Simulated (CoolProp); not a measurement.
Vapour pressure (kPa) of carbon dioxide: the reference equation beside estimates from Tc = 31.0 °C, pc = 7377 kPa, ω = 0.224.

Model: reference Helmholtz-energy equation of state, Span 1996, in CoolProp.

```json
[
 {"T (°C)": "-29.85", "reference": "1435", "Lee-Kesler": "1433", "Soave-Redlich-Kwong": "1440", "Peng-Robinson": "1423"},
 {"T (°C)": "-26.85", "reference": "1585", "Lee-Kesler": "1582", "Soave-Redlich-Kwong": "1591", "Peng-Robinson": "1571"},
 {"T (°C)": "-23.75", "reference": "1751", "Lee-Kesler": "…", "Soave-Redlich-Kwong": "1760", "Peng-Robinson": "1737"},
 {"T (°C)": "-20.65", "reference": "1930", "Lee-Kesler": "1925", "Soave-Redlich-Kwong": "1941", "Peng-Robinson": "1916"},
 {"T (°C)": "-17.65", "reference": "2116", "Lee-Kesler": "2110", "Soave-Redlich-Kwong": "2129", "Peng-Robinson": "2102"},
 {"T (°C)": "-14.55", "reference": "…", "Lee-Kesler": "…", "Soave-Redlich-Kwong": "2337", "Peng-Robinson": "2307"},
 {"T (°C)": "-11.45", "reference": "2541", "Lee-Kesler": "2532", "Soave-Redlich-Kwong": "2559", "Peng-Robinson": "2527"},
 {"T (°C)": "-8.45", "reference": "2767", "Lee-Kesler": "2757", "Soave-Redlich-Kwong": "2789", "Peng-Robinson": "2755"},
 {"T (°C)": "-5.35", "reference": "3017", "Lee-Kesler": "3004", "Soave-Redlich-Kwong": "3041", "Peng-Robinson": "3005"},
 {"T (°C)": "-2.25", "reference": "3282", "Lee-Kesler": "3268", "Soave-Redlich-Kwong": "3310", "Peng-Robinson": "3273"},
 {"T (°C)": "0.75", "reference": "3555", "Lee-Kesler": "3540", "Soave-Redlich-Kwong": "3586", "Peng-Robinson": "…"},
 {"T (°C)": "3.85", "reference": "…", "Lee-Kesler": "3838", "Soave-Redlich-Kwong": "3889", "Peng-Robinson": "3850"},
 {"T (°C)": "6.95", "reference": "4171", "Lee-Kesler": "4155", "Soave-Redlich-Kwong": "4210", "Peng-Robinson": "4171"},
 {"T (°C)": "10.05", "reference": "4508", "Lee-Kesler": "…", "Soave-Redlich-Kwong": "4549", "Peng-Robinson": "4511"}
]
```

Fill in the missing entries.


- -23.75, Lee-Kesler: 1747
- -14.55, reference: 2321
- -14.55, Lee-Kesler: 2314
- 0.75, Peng-Robinson: 3548
- 3.85, reference: 3854
- 10.05, Lee-Kesler: 4492

Absolute difference from the reference over all 14 rows, mean and median: Lee-Kesler 0.3 and 0.4 %, Soave-Redlich-Kwong 0.7 and 0.8 %, Peng-Robinson 0.5 and 0.5 %.
